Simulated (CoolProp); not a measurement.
A single-stage vapour-compression cycle with the fluid: evaporating at 310.15 K (dew point), condensing at 378.15 K (bubble point), superheat 8 K, subcooling 0 K, compressor efficiency 0.9, no pressure losses. The same conditions are run with several fluids, on thermodynamics alone (safety and materials aside).

Computed with CoolProp (reference Helmholtz-energy equation of state of each fluid (n-pentane: Thol 2019; 1,2-dichloroethane: Thol 2015; neopentane: Lemmon 2006; dimethyl carbonate: Zhou 2011; n-perfluoropentane: Gao 2022; tetrahydrofuran: Fiedler 2023)).

```
fluid               cooling COP  pressure ratio  discharge temperature (K)  refrigerating effect (kJ/kg)  volumetric capacity (kJ/m³)
------------------  -----------  --------------  -------------------------  ----------------------------  ---------------------------
n-pentane                  2.73            6.33                      378.1                           197                          586
1,2-dichloroethane         3.42            10.5                      408.5                           264                          180
neopentane                 2.24            4.98                      378.1                           129                          940
dimethyl carbonate         3.30            12.2                      387.7                           291                          130
n-perfluoropentane         1.12            6.47                      378.2                          16.8                          261
tetrahydrofuran            3.34            8.66                      395.7                           316                          312
```

The compression ends wet for: n-pentane; neopentane; n-perfluoropentane.
